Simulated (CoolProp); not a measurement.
Vapour-liquid equilibrium of carbon dioxide (1) + R123 (2) at -15.75 °C; x and y are mole fractions of (1).

The numbers come from the multi-fluid Helmholtz-energy mixture model, Span 1996 and Younglove 1994; pair parameters Bell 2016 in CoolProp.

```
x      bubble pressure (MPa)  y at the bubble point  dew pressure at overall composition x (MPa)  liquid density (mol/L)
-----  ---------------------  ---------------------  -------------------------------------------  ----------------------
0.05                 0.09603                  0.846                                      0.01587                   10.57
0.125                 0.2126                  0.933                                      0.01723                   11.14
0.2                   0.3293                  0.958                                      0.01885                   11.75
0.275                 0.4510                  0.971                                      0.02079                   12.41
0.35                  0.5820                  0.979                                      0.02318                   13.14
0.425                 0.7250                  0.984                                      0.02619                   13.94
0.5                   0.8822                  0.988                                      0.03010                   14.82
0.575                  1.055                  0.991                                      0.03537                   15.78
0.65                   1.242                  0.994                                      0.04287                   16.84
0.725                  1.442                  0.995                                      0.05441                   18.00
0.8                    1.653                  0.997                                      0.07445                   19.27
0.875                  1.871                  0.998                                       0.1178                   20.63
0.95                   2.091                  0.999                                       0.2796                   22.06
```

No azeotrope shows between x = 0.05 and 0.95.

Pair parameters are fitted to limited data, so mixtures are less certain than the pure fluids.
